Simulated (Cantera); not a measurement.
What does this Cantera script print?

```python
import numpy as np
import cantera as ct

gas_names = """
    N NO NO2 NO3 N2 N2O O O2 O3 S SN SO SO2 SO3 S2 S2O S8
""".split()
cond_names = """
    S(cr1) S(cr2) S(L)
""".split()


def load(file, names, dense=False):
    # The tables refer to 1 bar. Condensed volumes are neglected.
    table = {s.name: s for s in ct.Species.list_from_file(file)}
    out = []
    for n in names:
        d = dict(table[n].input_data)
        d["thermo"] = dict(d["thermo"], **{"reference-pressure": 1e5})
        if dense:
            d["equation-of-state"] = {"model": "constant-volume", "density": "1e6 g/cm^3"}
        out.append(ct.Species.from_dict(d))
    return out


gas = ct.Solution(thermo="ideal-gas", species=load("nasa_gas.yaml", gas_names))
cond = {s.name: ct.Solution(thermo="fixed-stoichiometry", species=[s], name=s.name)
        for s in load("nasa_condensed.yaml", cond_names, dense=True)}
atoms = {
    'SO2': {'S': 1, 'O': 2},
    'O2': {'O': 2},
    'N2': {'N': 2},
}
top_T = {}  # K; cautious upper limits of use, not melting points


def equilibrate(T, P, feed):
    n = {}
    for name, mol in feed.items():
        for a, k in atoms[name].items():
            n[a] = n.get(a, 0.0) + k * mol
    gas.TPX = T, P, n
    mass = sum(n.values()) * gas.mean_molecular_weight
    gas.equilibrate("TP")
    valid = [c for c in cond.values() if c.min_temp <= T <= top_T.get(c.name, c.max_temp)]
    mix = ct.Mixture([(gas, mass / gas.mean_molecular_weight)] + [(c, 0.0) for c in valid])
    mix.T, mix.P = T, P
    mix.equilibrate("TP", solver="vcs", rtol=1e-11, max_steps=5000)
    return mix


results = []
feed = {'SO2': 1, 'O2': 1.2, 'N2': 1.3}  # mol
P = 360  # Pa
for T in [1348, 1498, 1648, 1798, 1948, 2098, 2248, 2398, 2548, 2698, 2848, 2998, 3148, 3298]:
    mix = equilibrate(T, P, feed)
    results.append((T, P, feed, dict(zip(mix.species_names, mix.species_moles))))

top = {s: max(r[3][s] / sum(r[3][g] for g in gas_names) for r in results) for s in gas_names}
cols = sorted((s for s in top if top[s] > 0.001), key=lambda s: -top[s])[:6]
seen = [c for c in cond_names if any(r[3].get(c, 0) > 1e-12 for r in results)]
print("log10 of partial pressures in bar; condensed amounts in mol")
print(f"{'T/K':>10s}" + "".join(f"{s[:9]:>10s}" for s in cols + seen))
for T, P, feed, n in results:
    ng = sum(n[g] for g in gas_names)
    print(f"{T:10.4g}" + "".join(f"{np.log10(max(n[s] / ng * P / 1e5, 1e-99)):10.3f}" for s in cols)
          + "".join(f"{n.get(c, 0):10.4g}" for c in seen))
```

Result:

```
log10 of partial pressures in bar; condensed amounts in mol
       T/K         O        N2        O2       SO2         S        SO
      1348    -7.844    -2.874    -2.909    -2.989   -15.518    -9.175
      1498    -6.859    -2.874    -2.909    -2.988   -13.273    -8.002
      1648    -6.052    -2.875    -2.910    -2.988   -11.437    -7.044
      1798    -5.379    -2.876    -2.912    -2.988    -9.906    -6.245
      1948    -4.810    -2.878    -2.916    -2.990    -8.609    -5.571
      2098    -4.325    -2.882    -2.924    -2.996    -7.497    -4.994
      2248    -3.910    -2.890    -2.943    -3.011    -6.532    -4.500
      2398    -3.556    -2.906    -2.979    -3.050    -5.693    -4.082
      2548    -3.261    -2.933    -3.046    -3.135    -4.969    -3.748
      2698    -3.025    -2.976    -3.158    -3.307    -4.368    -3.520
      2848    -2.852    -3.032    -3.335    -3.614    -3.907    -3.431
      2998    -2.741    -3.086    -3.584    -4.086    -3.597    -3.502
      3148    -2.681    -3.124    -3.891    -4.700    -3.422    -3.711
      3298    -2.653    -3.145    -4.222    -5.384    -3.337    -4.003
```

Method: chemical equilibrium by Gibbs-energy minimisation in Cantera with the NASA 1993 tables (ideal gas, pure condensed phases).
